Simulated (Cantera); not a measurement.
An isothermal, constant-pressure homogeneous reactor starts with 100 % N2O, at 1573 K and 0.0110 bar.

Computed with Cantera and GRI-Mech 3.0 (53 species, 325 reactions). GRI-Mech 3.0 was tuned for natural gas; its chemistry of N2O as a main component is partial and can be far from experiment. Radical loss at walls, strong at low pressure, is not modelled. The temperature is held fixed by assumption; the heat of reaction is taken as removed at once.

Q: Predict: x(N2O) at 6.00 s; x(NO2) at 6.00 s; x(O2) at 6.00 s; x(N2) at 6.00 s; x(NO) at 6.00 s.

A: 
| Property | Result |
|---|---|
| x(N2O) at 6.00 s | 0.000283 (gas-phase equilibrium 1.16e-8) |
| x(NO2) at 6.00 s | 7.90e-5 (gas-phase equilibrium 1.14e-6) |
| x(O2) at 6.00 s | 0.239 (gas-phase equilibrium 0.332) |
| x(N2) at 6.00 s | 0.572 (gas-phase equilibrium 0.666) |
| x(NO) at 6.00 s | 0.189 (gas-phase equilibrium 0.00200) |
